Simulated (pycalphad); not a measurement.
## Effect of Al content in Si-Al

All values are pycalphad results on the COST 507 light-alloy database (1999) (1 atm), not direct measurements. These are 1990s assessments: newer ones move some temperatures and phases. Phase fractions are per mole of atoms.

```csv
alloy,liquidus (K),first solid,solidus (K),phases at 600 K
Si-8.08Al (at.%),1648,DIAMOND_A4,850,"DIAMOND_A4 0.92, FCC_A1 0.08"
Si-16.15Al (at.%),1605,DIAMOND_A4,850,"DIAMOND_A4 0.84, FCC_A1 0.16"
Si-32.3Al (at.%),1496,DIAMOND_A4,850,"DIAMOND_A4 0.68, FCC_A1 0.32"
Si-64.6Al (at.%),1172,DIAMOND_A4,850,"FCC_A1 0.65, DIAMOND_A4 0.35"
```

FCC_A1 is fcc; DIAMOND_A4 is diamond (Si).
